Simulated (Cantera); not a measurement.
# Equilibrium for silicon oxide and oxynitride deposition: SiH₂Cl₂ + H₂O

Input: 1 mol SiH₂Cl₂, 15 mol H₂O, at 47000 Pa.

These are equilibrium values from Cantera (NASA tables, ideal gas, pure condensed phases), not measurements of a reactor. Candidate condensed phases: H₂O, Si, SiO₂; 30 gas species. The tables hold silica as quartz up to 1696 K and as liquid above; real silica turns to tridymite and cristobalite and melts near 1996 K. Gases not in the tables: Si(OH)₄. Equilibrium is a limit: real reactors are often held back by kinetics, nucleation or transport.

| T (K) | log p H₂O | log p H₂ | log p HCl | log p H | log p Cl | n SiO₂(α-quartz) | n SiO₂(β-quartz) | n SiO₂(condensed) |
|---|---|---|---|---|---|---|---|---|
| 650 | -0.44 | -1.26 | -1.26 | <-12 | <-12 | 1.00 | 0 | 0 |
| 750 | -0.44 | -1.26 | -1.26 | <-12 | <-12 | 1.00 | 0 | 0 |
| 850 | -0.44 | -1.26 | -1.26 | -11.32 | -11.32 | 0 | 1.00 | 0 |
| 950 | -0.44 | -1.26 | -1.26 | -9.88 | -9.90 | 0 | 1.00 | 0 |
| 1050 | -0.44 | -1.26 | -1.26 | -8.72 | -8.76 | 0 | 1.00 | 0 |
| 1150 | -0.44 | -1.26 | -1.26 | -7.76 | -7.81 | 0 | 1.00 | 0 |
| 1250 | -0.44 | -1.26 | -1.26 | -6.94 | -7.01 | 0 | 1.00 | 0 |
| 1350 | -0.44 | -1.26 | -1.26 | -6.25 | -6.33 | 0 | 1.00 | 0 |
| 1450 | -0.44 | -1.26 | -1.26 | -5.65 | -5.74 | 0 | 1.00 | 0 |
| 1550 | -0.44 | -1.26 | -1.26 | -5.13 | -5.23 | 0 | 1.00 | 0 |
| 1650 | -0.44 | -1.26 | -1.26 | -4.67 | -4.78 | 0 | 1.00 | 0 |
| 1750 | -0.44 | -1.26 | -1.26 | -4.26 | -4.38 | 0 | 0 | 1.000 |
| 1850 | -0.44 | -1.26 | -1.26 | -3.90 | -4.02 | 0 | 0 | 1.000 |
| 1950 | -0.44 | -1.26 | -1.26 | -3.57 | -3.70 | 0 | 0 | 1.000 |
log p: log10 of the partial pressure in bar; n: condensed amount in mol.

From 650 K to 750 K the condensed part is SiO₂(α-quartz). From 850 K to 1650 K the condensed part is SiO₂(β-quartz). From 1750 K to 1950 K the condensed part is SiO₂(condensed).
